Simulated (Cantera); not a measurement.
Input: 1 mol C₂H₄, 0.6 mol H₂, 2.6 mol NH₃, held at 1025 K and 55.0 Pa.

These are equilibrium values from Cantera (NASA tables, ideal gas, pure condensed phases), not measurements of a reactor. Candidate condensed phases: C, C₆H₆, C₇H₈, C₈H₁₈; 92 gas species. Equilibrium is a limit: real reactors are often held back by kinetics, nucleation or transport.

Base state: H₂ 0.833, N₂ 0.167, CH₄ 2.81e-5 (mole fractions); condensed: C(graphite).

Task: What changes in the equilibrium state with this change: 0.62 mol O₂ added?

Result: 
```
species            before    after
----------------  -------  -------
H₂                  0.833    0.719
N₂                  0.167    0.144
CO                      0    0.137
H₂O                     0  1.44e-5
CH₄               2.81e-5  2.09e-5
C(graphite), mol     2.00    0.760
```
Further candidate phases: H₂O.

Task: What changes in the equilibrium state with this change: NH₃ from 2.6 to 0.044 mol?

Result: 
```json
[
 {"species": "H₂", "before": "0.833", "after": "0.992"},
 {"species": "N₂", "before": "0.167", "after": "0.00818"},
 {"species": "CH₄", "before": "2.81e-5", "after": "3.98e-5"},
 {"species": "C(graphite), mol", "before": "2.00", "after": "2.00"}
]
```
